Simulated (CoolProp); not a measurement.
The fluid at 293.15 K and 0.32 MPa flows at 25 m/s in a round tube of 100 mm bore and 15 µm roughness, fully developed (64/Re and Nu = 3.66 if laminar; Colebrook and Gnielinski if turbulent). The same conditions are run with several fluids, on thermodynamics alone (safety and materials aside).

Model: reference Helmholtz-energy equation of state of each fluid (carbon dioxide: Span 1996; R507A: Lemmon 2003; ammonia: Gao 2020; nitrogen: Span 2000; C2F6 (R116): Lemmon 2006), in CoolProp. Blends and air are pseudo-pure fits.

**Question.** Rank carbon dioxide, R507A, ammonia, nitrogen, C2F6 (R116) by Reynolds number, highest first.

**Answer.** C2F6 (R116) (3390000), R507A (2860000), carbon dioxide (1000000), ammonia (589000), nitrogen (523000)

```csv
fluid,Darcy friction factor,pressure drop (Pa/m),heat-transfer coefficient (W/(m² K)),mass flow (kg/h)
carbon dioxide,0.0141,259,244,4150
R507A,0.0134,577,558,9730
ammonia,0.0147,107,258,1640
nitrogen,0.0149,171,200,2600
C2F6 (R116),0.0133,784,673,13300
```

Transport values come from each fluid's own correlations; those of C2F6 (R116) are estimates that may be off by 10 % or more.
